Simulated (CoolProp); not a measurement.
Saturation properties of propylene (Tc = 91.1 °C, pc = 4.555 MPa, ω = 0.146).

Values from CoolProp's reference Helmholtz-energy equation of state, Lemmon 2013.

```tsv
T (°C)	p (MPa)	enthalpy of vaporisation (kJ/kg)	liquid cp (kJ/(kg K))	surface tension (mN/m)	liquid conductivity (mW/(m K))
-23.05	0.2741	409.7	2.298	13.3	135
-18.15	0.3260	403.3	2.325	12.6	132
-13.25	?	396.7	2.353	12.0	130
-8.35	0.4514	389.9	2.383	11.3	128
-3.45	0.5262	382.8	2.416	10.6	125
1.45	0.6098	375.4	2.451	9.99	123
6.35	0.7028	367.7	2.489	9.34	121
11.25	0.8059	?	2.531	8.70	118
16.15	0.9197	351.2	2.576	8.07	116
21.05	1.045	342.3	2.625	7.45	113
25.95	1.182	333.1	2.680	6.84	111
30.85	1.332	323.2	2.742	6.23	108
35.75	1.495	312.9	2.812	5.63	106
40.65	1.673	?	2.892	5.05	103
```

### Question
Fill in the missing entries.

### Answer

- -13.25, p (MPa): 0.3849
- 11.25, enthalpy of vaporisation (kJ/kg): 359.6
- 40.65, enthalpy of vaporisation (kJ/kg): 301.8

It boils at -47.6 °C under 1 atm.

Thermal conductivity comes from a separate model (Huber 2003), an estimate that may be off by 10 % or more. Surface tension comes from a separate correlation (Mulero 2012).
